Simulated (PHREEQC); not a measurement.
## Acid mine or pickling water

A made-up water analysis in mmol/kgw, 25 °C, pH 4.1, pe 9.8: Na 6.89; K 3.36; Ca 7.1; Mg 4.54; Cl 5.32; S(6) 13.8; F 0.121.

Valence states are taken as typed.

Equilibrium calculation in PHREEQC: ion-association model, wateq4f.dat.

Each row changes one thing in this solution. This is a speciation only: nothing precipitates in the calculation.

```
case                                               ionic strength (mol/kgw)  SO4-2 (mol/kgw)  Ca+2 (mol/kgw)  K+ (mol/kgw)  Mg+2 (mol/kgw)  CaSO4 (mol/kgw)  SI of Fluorite (CaF2)  SI of Gypsum (CaSO4:2H2O)
-------------------------------------------------  ------------------------  ---------------  --------------  ------------  --------------  ---------------  ---------------------  -------------------------
as made                                                              0.0429          0.00968         0.00488       0.00326         0.00293          0.00221                  -0.20                      -0.37
all concentrations times 2 at the same typed pH                      0.0799           0.0178         0.00898       0.00641         0.00530          0.00522                  +0.51                      +0.01
Mg from 4.54 to 9.08 mmol/kgw                                        0.0480          0.00870         0.00513       0.00327      (withheld)          0.00197                  -0.26                      -0.42
temperature from 25 to 10 °C at the same typed pH                    0.0449           0.0102         0.00502       0.00328         0.00327       (withheld)                  +0.05                      -0.32
```

Q: Some entries are withheld; supply them.

A: 
- Mg from 4.54 to 9.08 mmol/kgw, Mg+2 (mol/kgw): 0.00620
- temperature from 25 to 10 °C at the same typed pH, CaSO4 (mol/kgw): 0.00208

Complexes and solids missing from the database can't appear. Some of these states are supersaturated (in Fluorite, for instance). At this temperature some constants are extrapolated from 25 °C, and those without enthalpy data are left unchanged.
